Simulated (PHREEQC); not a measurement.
Consider water at 5 °C with 0.014 mol/kgw HCl, 0.0054 mol/kgw CuSO4 and 0.076 mol/kgw MgSO4. Closed to the air; pH follows from the charge balance.

Computed with PHREEQC (ion-association model, phreeqc.dat).

Each row changes one thing in this solution. Precipitation was switched off in this run.

```csv
case,pH,ionic strength (mol/kgw),SO4-2 (mol/kgw),HSO4- (mol/kgw),Cu+2 (mol/kgw),CuSO4 (mol/kgw)
as made,2.23,0.203,0.0439,0.00670,0.00309,0.00230
CuSO4 from 0.0054 to 0.0027 mol/kgw,2.23,0.198,0.0427,0.00663,0.00155,0.00114
MgSO4 replaced by KHSO4 at the same molality,1.39,0.167,0.0355,0.0398,0.00319,0.00219
CuSO4 from 0.0054 to 0.0081 mol/kgw,2.24,0.208,0.0452,0.00677,0.00461,0.00347
0.051 mol/kgw NaCl added,2.22,0.260,0.0444,0.00642,0.00327,0.00206
diluted 10-fold with water,3.00,0.0266,0.00617,0.000261,0.000403,0.000137
0.029 mol/kgw CuCl2 added,2.20,0.271,0.0397,0.00599,0.0219,0.0120
```

Away from 25 °C the constants follow the database's enthalpies or fits; those with neither stay at their 25 °C values.
